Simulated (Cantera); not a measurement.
A Cantera script and what it prints.

```python
import numpy as np
import cantera as ct

gas_names = """
    CL CL2 H HCL H2 Si SiCL SiCL2 SiCL3 SiCL4 SiH SiHCL3 SiH2 SiH2CL2 SiH3 SiH3CL SiH4 Si2 Si3
""".split()
cond_names = """
    Si(cr) Si(L)
""".split()


# ... load() reads the species with a 1 bar reference pressure and builds the phases ...
atoms = {
    'SiCl4': {'Si': 1, 'CL': 4},
    'H2': {'H': 2},
    'HCl': {'H': 1, 'CL': 1},
}
top_T = {}  # K; cautious upper limits of use, not melting points


# ... equilibrate(T, P, feed) seeds the gas with the atoms and calls Mixture.equilibrate('TP', solver="vcs", rtol=1e-11, max_steps=5000) ...
results = []
T = 1625  # K
P = 19000  # Pa
for m in [5.9, 12, 25, 52, 110, 220, 450]:
    feed = {'SiCl4': 1, 'H2': m, 'HCl': 0.12}  # mol
    mix = equilibrate(T, P, feed)
    results.append((T, P, feed, dict(zip(mix.species_names, mix.species_moles))))

top = {s: max(r[3][s] / sum(r[3][g] for g in gas_names) for r in results) for s in gas_names}
cols = sorted((s for s in top if top[s] > 1e-06), key=lambda s: -top[s])[:5]
seen = [c for c in cond_names if any(r[3].get(c, 0) > 1e-12 for r in results)]
print("log10 of partial pressures in bar; condensed amounts in mol")
print(f"{'n(H2)':>10s}" + "".join(f"{s[:9]:>10s}" for s in cols + seen))
for T, P, feed, n in results:
    ng = sum(n[g] for g in gas_names)
    print(f"{feed['H2']:10.4g}" + "".join(f"{np.log10(max(n[s] / ng * P / 1e5, 1e-99)):10.3f}" for s in cols)
          + "".join(f"{n.get(c, 0):10.4g}" for c in seen))
```

Result:

```
log10 of partial pressures in bar; condensed amounts in mol
     n(H2)        H2       HCL     SiCL2     SiCL3     SiCL4    Si(cr)
       5.9    -0.919    -1.343    -1.711    -2.519    -2.962         0
        12    -0.826    -1.567    -1.917    -2.996    -3.709         0
        25    -0.776    -1.784    -2.247    -3.567    -4.522    0.1401
        52    -0.750    -1.993    -2.691    -4.234    -5.411    0.3974
       110    -0.736    -2.244    -3.208    -5.009    -6.444    0.6248
       220    -0.729    -2.502    -3.731    -5.794    -7.491    0.7777
       450    -0.725    -2.788    -4.306    -6.656    -8.640    0.8769
```

Cantera equilibrium calculation (NASA polynomials, part measured and part estimated; ideal gas, pure solids and liquids). The tables' values for SiCl3, SiCl are old estimates; treat these amounts as uncertain.
